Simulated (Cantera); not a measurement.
## Equilibrium for carbothermic reduction: Fe2O3 + C + N2

A closed system holds: 1 mol Fe2O3, 0.92 mol C, 1 mol N2, at 65.0 Pa.

These are equilibrium values from Cantera (NASA tables, ideal gas, pure condensed phases), not measurements of a reactor. Candidate condensed phases: C, Fe, Fe(CO)5, FeO, Fe2O3, Fe3O4; 27 gas species. Mutual solubility and eutectic melting of coexisting phases are not modelled. The tables' stoichiometric FeO is somewhat more stable than real wüstite, so its field is too wide. FeO: taken at fixed stoichiometry. Rates play no part.

```json
[
 {"T (K)": "925", "log p N2": "-3.47", "log p CO": "-3.62", "log p CO2": "-4.15", "log p Fe": "<-15", "log p FeO": "<-15", "log p NO": "<-15", "log p O": "<-15", "n Fe(α)": "0.129", "n FeO(s)": "1.87", "n Fe(γ)": "0"},
 {"T (K)": "1000", "log p N2": "-3.47", "log p CO": "-3.61", "log p CO2": "-4.20", "log p Fe": "-13.83", "log p FeO": "<-15", "log p NO": "<-15", "log p O": "<-15", "n Fe(α)": "0.108", "n FeO(s)": "1.89", "n Fe(γ)": "0"},
 {"T (K)": "1075", "log p N2": "-3.47", "log p CO": "-3.60", "log p CO2": "-4.24", "log p Fe": "-12.35", "log p FeO": "<-15", "log p NO": "<-15", "log p O": "<-15", "n Fe(α)": "0.0918", "n FeO(s)": "1.91", "n Fe(γ)": "0"},
 {"T (K)": "1150", "log p N2": "-3.47", "log p CO": "-3.59", "log p CO2": "-4.26", "log p Fe": "-11.07", "log p FeO": "-14.92", "log p NO": "-14.19", "log p O": "<-15", "n Fe(α)": "0.0807", "n FeO(s)": "1.92", "n Fe(γ)": "0"},
 {"T (K)": "1225", "log p N2": "-3.47", "log p CO": "-3.58", "log p CO2": "-4.29", "log p Fe": "-9.95", "log p FeO": "-13.51", "log p NO": "-13.18", "log p O": "<-15", "n Fe(α)": "0", "n FeO(s)": "1.93", "n Fe(γ)": "0.0718"},
 {"T (K)": "1300", "log p N2": "-3.47", "log p CO": "-3.58", "log p CO2": "-4.31", "log p Fe": "-8.96", "log p FeO": "-12.28", "log p NO": "-12.29", "log p O": "-14.30", "n Fe(α)": "0", "n FeO(s)": "1.94", "n Fe(γ)": "0.0642"},
 {"T (K)": "1375", "log p N2": "-3.47", "log p CO": "-3.58", "log p CO2": "-4.33", "log p Fe": "-8.09", "log p FeO": "-11.18", "log p NO": "-11.50", "log p O": "-13.15", "n Fe(α)": "0", "n FeO(s)": "1.94", "n Fe(γ)": "0.0576"},
 {"T (K)": "1450", "log p N2": "-3.47", "log p CO": "-3.57", "log p CO2": "-4.35", "log p Fe": "-7.30", "log p FeO": "-10.20", "log p NO": "-10.79", "log p O": "-12.12", "n Fe(α)": "0", "n FeO(s)": "1.95", "n Fe(γ)": "0.0515"}
]
```
log p: log10 of the partial pressure in bar; n: condensed amount in mol.

From 925 K to 1150 K the condensed part is Fe(α) + FeO(s). From 1225 K to 1450 K the condensed part is Fe(γ) + FeO(s).
